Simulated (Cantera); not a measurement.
**Adiabatic ignition**

An adiabatic, constant-volume homogeneous reactor starts with 7.63 % CH₃OH, 19.4 % O₂, 73.0 % N₂, equivalence ratio 0.59, at 1325 K and 9.87 atm.

Computed with Cantera and GRI-Mech 3.0 (53 species, 325 reactions). GRI-Mech 3.0 was tuned for natural gas; its chemistry of methanol as a main component is partial and can be far from experiment.

| t (s) | T (K) | P (bar) | x CH₃OH | x O₂ | x H | x NO | x H₂O | x HCO | x CH₂O |
|---|---|---|---|---|---|---|---|---|---|
| 2.00e-6 | 1325 | 10.0 | 0.0763 | 0.194 | 3.74e-9 | <1e-12 | 9.63e-7 | 2.89e-12 | 1.37e-6 |
| 5.51e-6 | 1325 | 10.0 | 0.0763 | 0.194 | 4.04e-9 | <1e-12 | 2.70e-6 | 9.30e-12 | 4.19e-6 |
| 1.52e-5 | 1325 | 10.0 | 0.0763 | 0.194 | 4.69e-9 | <1e-12 | 7.78e-6 | 3.24e-11 | 1.30e-5 |
| 4.18e-5 | 1325 | 10.0 | 0.0763 | 0.194 | 7.87e-9 | <1e-12 | 2.74e-5 | 1.52e-10 | 4.68e-5 |
| 0.000115 | 1326 | 10.0 | 0.0759 | 0.194 | 3.68e-8 | <1e-12 | 0.000236 | 2.30e-9 | 0.000363 |
| 0.000317 | 2740 | 21.7 | <1e-12 | 0.0743 | 0.000617 | 0.00275 | 0.138 | 8.50e-9 | 1.01e-10 |
| 0.000875 | 2718 | 21.5 | <1e-12 | 0.0689 | 0.000561 | 0.0139 | 0.138 | 7.50e-9 | 9.16e-11 |
| 0.00241 | 2712 | 21.4 | <1e-12 | 0.0673 | 0.000546 | 0.0172 | 0.138 | 7.23e-9 | 8.90e-11 |
| 0.00664 | 2712 | 21.4 | <1e-12 | 0.0673 | 0.000545 | 0.0172 | 0.138 | 7.22e-9 | 8.90e-11 |
| 0.0183 | 2712 | 21.4 | <1e-12 | 0.0673 | 0.000545 | 0.0172 | 0.138 | 7.22e-9 | 8.90e-11 |
| 0.0504 | 2712 | 21.4 | <1e-12 | 0.0673 | 0.000545 | 0.0172 | 0.138 | 7.22e-9 | 8.90e-11 |
| 0.139 | 2712 | 21.4 | <1e-12 | 0.0673 | 0.000545 | 0.0172 | 0.138 | 7.22e-9 | 8.90e-11 |
| 0.383 | 2712 | 21.4 | <1e-12 | 0.0673 | 0.000545 | 0.0172 | 0.138 | 7.22e-9 | 8.90e-11 |
| 1.05 | 2712 | 21.4 | <1e-12 | 0.0673 | 0.000545 | 0.0172 | 0.138 | 7.22e-9 | 8.90e-11 |
| 2.90 | 2712 | 21.4 | <1e-12 | 0.0673 | 0.000545 | 0.0172 | 0.138 | 7.22e-9 | 8.90e-11 |
| 8.00 | 2712 | 21.4 | <1e-12 | 0.0673 | 0.000545 | 0.0172 | 0.138 | 7.22e-9 | 8.90e-11 |
x: mole fraction; the columns are a selection and need not sum to one.

```yaml
time_of_steepest_temperature_rise: 0.249 ms
temperature at 8.00 s: 2712 K
equilibrium_temperature: 2712 K
x(CH₃OH) at 8.00 s: <1e-12 (gas-phase equilibrium <1e-12)
x(O₂) at 8.00 s: 0.0673 (gas-phase equilibrium 0.0673)
x(H) at 8.00 s: 0.000545 (gas-phase equilibrium 0.000545)
```
